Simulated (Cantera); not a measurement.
A perfectly stirred reactor is fed with H2 : O2 : N2 : H2O = 1 : 0.417 : 1.57 : 0.079 (molar parts), at 1.40 bar; it is adiabatic with a 350 K inlet, and is followed from long to short residence time, starting on the burning branch (τ in s: 0.044, 0.024, 0.013, 0.0074, 0.0041, 0.0023, 0.0013, 0.0007, 0.00039, 0.00022, 0.00012, 6.7e-05).

Computed with Cantera and the H2/O2 subset of GRI-Mech 3.0, which has no nitrogen chemistry.

What does this change do: inlet temperature 350 to 625 K?


| quantity | before | after |
|---|---|---|
| blow-out, bracketed by the residence times tried | burning at 67.0 µs, the shortest tried | burning at 67.0 µs, the shortest tried |
| x(H2) at τ = 44.0 ms | 0.0630 | 0.0647 |
| x(O2) at τ = 44.0 ms | 0.000326 | 0.000932 |
| x(H2O) at τ = 44.0 ms | 0.339 | 0.333 |
| x(O) at τ = 44.0 ms | 0.000129 | 0.000432 |
| x(HO2) at τ = 44.0 ms | 1.89e-7 | 5.32e-7 |
| x(H2) at τ = 1.30 ms | 0.0666 | 0.0688 |
| x(O2) at τ = 1.30 ms | 0.00285 | 0.00340 |
| x(H2O) at τ = 1.30 ms | 0.324 | 0.318 |
| x(O) at τ = 1.30 ms | 0.00119 | 0.00160 |
| x(HO2) at τ = 1.30 ms | 2.16e-6 | 2.07e-6 |

What does this change do: pressure from 1.40 bar to 1.20 bar?


| quantity | before | after |
|---|---|---|
| blow-out, bracketed by the residence times tried | burning at 67.0 µs, the shortest tried | burning at 67.0 µs, the shortest tried |
| x(H2) at τ = 44.0 ms | 0.0630 | 0.0631 |
| x(O2) at τ = 44.0 ms | 0.000326 | 0.000388 |
| x(H2O) at τ = 44.0 ms | 0.339 | 0.339 |
| x(O) at τ = 44.0 ms | 0.000129 | 0.000156 |
| x(HO2) at τ = 44.0 ms | 1.89e-7 | 2.10e-7 |
| x(H2) at τ = 1.30 ms | 0.0666 | 0.0672 |
| x(O2) at τ = 1.30 ms | 0.00285 | 0.00338 |
| x(H2O) at τ = 1.30 ms | 0.324 | 0.321 |
| x(O) at τ = 1.30 ms | 0.00119 | 0.00147 |
| x(HO2) at τ = 1.30 ms | 2.16e-6 | 2.28e-6 |

What does this change do: inlet temperature 350 to 750 K?


| quantity | before | after |
|---|---|---|
| blow-out, bracketed by the residence times tried | burning at 67.0 µs, the shortest tried | burning at 67.0 µs, the shortest tried |
| x(H2) at τ = 44.0 ms | 0.0630 | 0.0662 |
| x(O2) at τ = 44.0 ms | 0.000326 | 0.00148 |
| x(H2O) at τ = 44.0 ms | 0.339 | 0.328 |
| x(O) at τ = 44.0 ms | 0.000129 | 0.000724 |
| x(HO2) at τ = 44.0 ms | 1.89e-7 | 8.59e-7 |
| x(H2) at τ = 1.30 ms | 0.0666 | 0.0701 |
| x(O2) at τ = 1.30 ms | 0.00285 | 0.00374 |
| x(H2O) at τ = 1.30 ms | 0.324 | 0.315 |
| x(O) at τ = 1.30 ms | 0.00119 | 0.00186 |
| x(HO2) at τ = 1.30 ms | 2.16e-6 | 2.15e-6 |
